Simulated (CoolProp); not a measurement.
Nitrous oxide along the isobar 28.5 MPa: Z from the reference equation and from simpler models built on Tc = 36.4 °C, pc = 7.245 MPa, ω = 0.161; each cubic takes its own stable root.

Model: reference Helmholtz-energy equation of state, Lemmon 2006, in CoolProp. It is a short technical equation, of lower accuracy than the large ones.

| T (°C) | phase | reference |
|---|---|---|
| -0.95 | liquid | 0.5409 |
| 7.35 | liquid | 0.5384 |
| 15.75 | liquid | 0.5371 |
| 24.05 | liquid | 0.5371 |
| 32.35 | liquid | 0.5385 |
| 40.75 | supercritical | 0.5413 |
| 49.05 | supercritical | 0.5456 |
| 57.35 | supercritical | 0.5515 |
| 65.75 | supercritical | 0.5593 |
| 74.05 | supercritical | 0.5689 |
| 82.35 | supercritical | 0.5804 |
| 90.75 | supercritical | 0.5939 |
| 99.05 | supercritical | 0.6090 |

Task: How far does each simpler model (van der Waals, Peng-Robinson) lie from the reference over these 13 states: mean and median of the absolute difference, and the worst?

Result: 
- van der Waals: mean 32.9 %, median 34.0 %, worst +44.2 % at -0.95 °C and 28.5 MPa
- Peng-Robinson: mean 2.4 %, median 2.1 %, worst -4.8 % at -0.95 °C and 28.5 MPa
